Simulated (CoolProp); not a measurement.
Normal hydrogen at 448.52 K and 0.211 MPa flows at 0.76 m/s in a round tube of 100 mm bore and 1.5 µm roughness, fully developed (64/Re and Nu = 3.66 if laminar; Colebrook and Gnielinski if turbulent). Each further row changes one setting.

Values from CoolProp's reference Helmholtz-energy equation of state, Leachman 2009.

```
case               Reynolds number  Darcy friction factor  pressure drop (Pa/m)  heat-transfer coefficient (W/(m² K))  mass flow (kg/h)
-----------------  ---------------  ---------------------  --------------------  ------------------------------------  ----------------
as stated                      ___                 0.0873                   ___                                  9.18               ___
velocity 1.52 m/s             1470                 0.0436                   ___                                  9.18               ___
diameter 200 mm               1470                 0.0436                   ___                                   ___              9.79
```

Some entries are withheld; supply them.


- as stated, Reynolds number: 733
- as stated, pressure drop (Pa/m): 0.0287
- as stated, mass flow (kg/h): 2.45
- velocity 1.52 m/s, pressure drop (Pa/m): 0.0574
- velocity 1.52 m/s, mass flow (kg/h): 4.90
- diameter 200 mm, pressure drop (Pa/m): 0.00718
- diameter 200 mm, heat-transfer coefficient (W/(m² K)): 4.59

Viscosity comes from a separate model (Muzny 2013). Thermal conductivity comes from a separate model (Assael 2011).
